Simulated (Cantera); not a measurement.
Mixture: CO : H2 : CH4 : O2 : N2 = 1 : 0.97 : 0.15 : 0.803 : 3.77 (molar parts), equivalence ratio 1.6, at 5.72 atm, adiabatic and at constant volume. Ignition delay is the time to a rise of 400 K.

Model: GRI-Mech 3.0 (53 species, 325 reactions), integrated in Cantera.

### Question
Predict: delay at 1025 K; delay at 1100 K; delay at 1175 K; delay at 1250 K; delay at 1325 K; delay at 1400 K; delay at 1475 K; apparent activation energy between 1325 and 1475 K.

### Answer
* **delay at 1025 K**: 1.89 ms
* **delay at 1100 K**: 0.274 ms
* **delay at 1175 K**: 67.9 µs
* **delay at 1250 K**: 27.4 µs
* **delay at 1325 K**: 14.6 µs
* **delay at 1400 K**: 9.06 µs
* **delay at 1475 K**: 6.21 µs
* **apparent activation energy between 1325 and 1475 K**: 93 kJ/mol
